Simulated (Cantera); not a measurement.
A Cantera script and what it prints.

```python
import numpy as np
import cantera as ct

gas_names = """
    F FO FO2 F2 F2O H HF HOF HO2 H2 H2F2 H2O H2O2 H3F3 H4F4 H5F5 H6F6 H7F7 Mg MgF MgF2 MgH MgO MgOH
    MgO2H2 Mg2 Mg2F4 O OH O2 O3
""".split()
cond_names = """
    H2O(s) H2O(L) Mg(cr) Mg(L) MgF2(s) MgF2(L) MgO(s) MgO(L) MgO2H2(s)
""".split()


# ... load() reads the species with a 1 bar reference pressure and builds the phases ...
atoms = {
    'MgO': {'Mg': 1, 'O': 1},
    'F2': {'F': 2},
    'H2': {'H': 2},
}
top_T = {}  # K; cautious upper limits of use, not melting points


# ... equilibrate(T, P, feed) seeds the gas with the atoms and calls Mixture.equilibrate('TP', solver="vcs", rtol=1e-11, max_steps=5000) ...
results = []
feed = {'MgO': 1, 'F2': 1.6, 'H2': 11}  # mol
P = 133.322  # Pa
for T in [748, 823, 898, 973, 1048, 1123, 1198, 1273, 1348, 1423, 1498, 1573, 1648]:
    mix = equilibrate(T, P, feed)
    results.append((T, P, feed, dict(zip(mix.species_names, mix.species_moles))))
    x = sorted(zip(gas.X, gas.species_names), reverse=True)
    print(f"T = {T:g} K  P = {P:g} Pa  gas = {mix.phase_moles(0):.4g} mol")
    print("   x: " + "  ".join(f"{s} {v:.3e}" for v, s in x if v > 1e-05))
    print("   condensed (mol): " + ("  ".join(f"{mix.phase(i).name} {mix.phase_moles(i):.4g}"
          for i in range(1, mix.n_phases) if mix.phase_moles(i) > 1e-12) or "none"))
```

It prints:

```
T = 748 K  P = 133.322 Pa  gas = 11.6 mol
   x: H2 8.103e-01  HF 1.034e-01  H2O 8.621e-02
   condensed (mol): MgF2(s) 1
T = 823 K  P = 133.322 Pa  gas = 11.6 mol
   x: H2 8.103e-01  HF 1.034e-01  H2O 8.621e-02
   condensed (mol): MgF2(s) 1
T = 898 K  P = 133.322 Pa  gas = 11.6 mol
   x: H2 8.103e-01  HF 1.034e-01  H2O 8.621e-02
   condensed (mol): MgF2(s) 1
T = 973 K  P = 133.322 Pa  gas = 11.6 mol
   x: H2 8.103e-01  HF 1.034e-01  H2O 8.621e-02
   condensed (mol): MgF2(s) 1
T = 1048 K  P = 133.322 Pa  gas = 11.6 mol
   x: H2 8.103e-01  HF 1.034e-01  H2O 8.621e-02
   condensed (mol): MgF2(s) 1
T = 1123 K  P = 133.322 Pa  gas = 11.69 mol
   x: H2 8.044e-01  HF 1.174e-01  H2O 7.822e-02
   condensed (mol): MgF2(s) 0.914  MgO(s) 0.08593
T = 1198 K  P = 133.322 Pa  gas = 12.08 mol
   x: H2 7.782e-01  HF 1.786e-01  H2O 4.316e-02  MgF2 2.124e-05
   condensed (mol): MgF2(s) 0.5211  MgO(s) 0.4787
T = 1273 K  P = 133.322 Pa  gas = 12.37 mol
   x: H2 7.599e-01  HF 2.211e-01  H2O 1.877e-02  MgF2 1.980e-04  H 1.702e-05
   condensed (mol): MgF2(s) 0.2298  MgO(s) 0.7678
T = 1348 K  P = 133.322 Pa  gas = 12.53 mol
   x: H2 7.504e-01  HF 2.409e-01  H2O 7.303e-03  MgF2 1.425e-03  H 5.489e-05
   condensed (mol): MgF2(s) 0.07358  MgO(s) 0.9085
T = 1423 K  P = 133.322 Pa  gas = 12.6 mol
   x: H2 7.458e-01  HF 2.444e-01  H2O 4.815e-03  MgF2 4.776e-03  H 1.571e-04  MgF 2.313e-05  Mg 1.423e-05
   condensed (mol): MgO(s) 0.9393
T = 1498 K  P = 133.322 Pa  gas = 12.6 mol
   x: H2 7.455e-01  HF 2.407e-01  H2O 6.726e-03  MgF2 6.566e-03  H 4.063e-04  MgF 7.944e-05  Mg 7.925e-05
   condensed (mol): MgO(s) 0.9152
T = 1573 K  P = 133.322 Pa  gas = 12.61 mol
   x: H2 7.443e-01  HF 2.363e-01  H2O 9.180e-03  MgF2 8.573e-03  H 9.607e-04  Mg 3.691e-04  MgF 2.381e-04
   condensed (mol): MgO(s) 0.8842
T = 1648 K  P = 133.322 Pa  gas = 12.64 mol
   x: H2 7.411e-01  HF 2.317e-01  H2O 1.255e-02  MgF2 1.049e-02  H 2.100e-03  Mg 1.439e-03  MgF 6.209e-04
   condensed (mol): MgO(s) 0.8414
```

Equilibrium computed with Cantera from the NASA thermochemical tables; the gas is ideal and each condensed phase is pure. Mutual solubility and eutectic melting of coexisting phases are not modelled.
